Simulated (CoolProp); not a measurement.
Saturation properties of CHF3 (R23).

Model: reference Helmholtz-energy equation of state, Penoncello 2003, in CoolProp.

```
T (°C)   p (bar)  liquid cp (kJ/(kg K))  surface tension (mN/m)
-------  -------  ---------------------  ----------------------
-128.75  0.02371                  1.196                    25.9
-126.55  0.03015                  1.196                    25.4
-124.45  0.03764                  1.197                    25.0
-122.25  0.04711                  1.198                    24.6
-120.05  0.05854                  1.199                    24.2
-117.95  0.07153                  1.200                    23.8
-115.75  0.08767                  1.201                    23.3
-113.55   0.1067                  1.202                    22.9
-111.45   0.1280                  1.204                    22.5
-109.25   0.1540                  1.205                    22.1
-107.15   0.1828                  1.207                    21.7
-104.95   0.2175                  1.208                    21.2
-102.75   0.2575                  1.210                    20.8
-100.65   0.3010                  1.212                    20.4
```

It boils at -82.0 °C under 1 atm.

Surface tension comes from a separate correlation (Mulero 2012).
